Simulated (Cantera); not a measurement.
A perfectly stirred reactor is fed with 27.0 % CH₄, 45.9 % CO₂, 27.0 % H₂, at 6.20 bar; it is held at 1425 K, and followed from long to short residence time.

Cantera simulation using GRI-Mech 3.0 (53 species, 325 reactions); the numbers are that mechanism's predictions, not measurements.

Problem. Predict: x(CH₄) at τ = 28.0 s; x(CO₂) at τ = 28.0 s; x(H₂) at τ = 28.0 s; x(C₂H₄) at τ = 28.0 s; x(CH₄) at τ = 0.380 s; x(CO₂) at τ = 0.380 s; x(H₂) at τ = 0.380 s; x(C₂H₄) at τ = 0.380 s.

Solution. 
```json
{
  "x(CH₄) at τ = 28.0 s": "0.131",
  "x(CO₂) at τ = 28.0 s": "0.142",
  "x(H₂) at τ = 28.0 s": "0.199",
  "x(C₂H₄) at τ = 28.0 s": "0.0102",
  "x(CH₄) at τ = 0.380 s": "0.229",
  "x(CO₂) at τ = 0.380 s": "0.346",
  "x(H₂) at τ = 0.380 s": "0.205",
  "x(C₂H₄) at τ = 0.380 s": "0.00773"
}
```
